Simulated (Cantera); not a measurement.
Ignition delay

Mixture: CH3OH : O2 : N2 = 1 : 2.88 : 10.8 (molar parts), at 5.00 bar, adiabatic and at constant volume. Ignition delay is the time to a rise of 400 K.

Cantera simulation using GRI-Mech 3.0 (53 species, 325 reactions); the numbers are that mechanism's predictions, not measurements. GRI-Mech 3.0 was tuned for natural gas; its chemistry of methanol as a main component is partial and can be far from experiment.

```json
[
 {"T0 (K)": "1000", "delay (ms)": "161"},
 {"T0 (K)": "1050", "delay (ms)": "50.5"},
 {"T0 (K)": "1100", "delay (ms)": "17.6"},
 {"T0 (K)": "1150", "delay (ms)": "6.73"},
 {"T0 (K)": "1200", "delay (ms)": "2.80"},
 {"T0 (K)": "1250", "delay (ms)": "1.26"},
 {"T0 (K)": "1300", "delay (ms)": "0.609"},
 {"T0 (K)": "1350", "delay (ms)": "0.314"}
]
```

apparent activation energy between 1250 and 1350 K: 190 kJ/mol
